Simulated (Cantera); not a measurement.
Mixture: 3.90 % CH4, 0.781 % H2, 20.0 % O2, 75.3 % N2, at 5.00 bar, adiabatic and at constant pressure. Ignition delay is the time to a rise of 400 K.

Computed with Cantera and GRI-Mech 3.0 (53 species, 325 reactions). Below about 1000 K GRI-Mech 3.0 lacks low-temperature oxidation paths. Below about 950 K walls govern HO2 and H2O2 in real vessels.

Task: Predict: delay at 850 K; delay at 1050 K; delay at 1250 K; delay at 1450 K; delay at 1650 K; apparent activation energy between 1450 and 1650 K.

Result: 
* **delay at 850 K**: 1.86 s
* **delay at 1050 K**: 10.3 ms
* **delay at 1250 K**: 0.882 ms
* **delay at 1450 K**: 0.165 ms
* **delay at 1650 K**: 42.2 µs
* **apparent activation energy between 1450 and 1650 K**: 140 kJ/mol
